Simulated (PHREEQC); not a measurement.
0.016 g of hydrous ferric oxide (600 m²/g; 0.2 weak and 0.005 strong sites per Fe, Dzombak-Morel constants, diffuse double layer) in 1 kg of water with 0.01 mol/kgw of an inert sodium salt and 0.005 mmol/kgw NiCl2, at 25 °C; the pH is set by adding NaOH or the inert anion's acid. Oxygen alone is held at its pressure in air (log pO2 = -0.68). CO2 from the air is kept out. No solid was allowed to form.

The series has 13 steps of pH, from 3 to 9.

Equilibrium calculation in PHREEQC: ion-association model, wateq4f.dat.

### Question
Near which pH is half of the Ni sorbed, and on which side is more sorbed?

### Answer
Near pH 7.6, with more sorbed at higher pH.

### Question
At which pH does the surface charge pass through zero?

### Answer
Near pH 8.4.

The oxide is taken as insoluble; below pH 4 it would dissolve.
